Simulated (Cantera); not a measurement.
A closed system holds: 1 mol H₂S, 0.73 mol H₂O, 6.6 mol N₂, at 2975 °C and 17.0 bar.

Method: chemical equilibrium by Gibbs-energy minimisation in Cantera with the NASA 1993 tables (ideal gas, pure condensed phases). Candidate condensed phases: H₂O, H₂SO₄, S; 35 gas species. Kinetics and transport are ignored.

Base state: N₂ 0.720, H₂ 0.116, H₂O 0.0436, H 0.0264, S₂ 0.0208, SO 0.0206, SH 0.0190, S 0.0173 (mole fractions); condensed: gas only.

Q: What changes in the equilibrium state with this change: N₂ from 6.6 to 0.26 mol?

A: 
| species | before | after |
|---|---|---|
| H₂ | 0.116 | 0.376 |
| H₂O | 0.0436 | 0.179 |
| N₂ | 0.720 | 0.0973 |
| H₂S | 0.00504 | 0.0329 |
| S₂ | 0.0208 | 0.0840 |
| SH | 0.0190 | 0.0689 |
| SO₂ | 0.00477 | 0.0154 |
| SO | 0.0206 | 0.0524 |
| S | 0.0173 | 0.0348 |
| H | 0.0264 | 0.0475 |
| S₂O | 0.000310 | 0.00159 |
| N | 1.26e-5 | 4.62e-6 |
